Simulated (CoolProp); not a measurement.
Model: reference Helmholtz-energy equation of state, Lemmon 2000, in CoolProp. It is a pseudo-pure fit of the blend.

**Question.** For dry air, give the phase and the cv (kJ/(kg K)), speed of sound (m/s) at 494.75 °C and 0.0491 MPa; -5.05 °C and 0.0154 MPa; -137.45 °C and 0.0311 MPa.

**Answer.** 
- 494.75 °C and 0.0491 MPa: gas; cv 0.804, speed of sound 547
- -5.05 °C and 0.0154 MPa: gas; cv 0.717, speed of sound 328
- -137.45 °C and 0.0311 MPa: gas; cv 0.716, speed of sound 233
